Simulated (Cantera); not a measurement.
Charge: 1 mol SiCl4, 2.4 mol N2, at 1198.15 K and 0.133 bar.

Method: chemical equilibrium by Gibbs-energy minimisation in Cantera with the NASA 1993 tables (ideal gas, pure condensed phases). Candidate condensed phases: Si, Si3N4; 13 gas species. The tables' values for SiCl3 are old estimates; treat these amounts as uncertain. Rates play no part.

Base state: N2 0.706, SiCl4 0.294, SiCl3 4.45e-5, Cl 3.20e-5 (mole fractions); condensed: gas only.

**Question.** What changes in the equilibrium state with this change: temperature from 1198.15 K to 1748 K?

**Answer.** 
| species | before | after |
|---|---|---|
| N2 | 0.706 | 0.692 |
| SiCl4 | 0.294 | 0.270 |
| Cl | 3.20e-5 | 0.0188 |
| SiCl3 | 4.45e-5 | 0.0167 |
| SiCl2 | 5.96e-8 | 0.00184 |
| Cl2 | 6.34e-6 | 0.000779 |
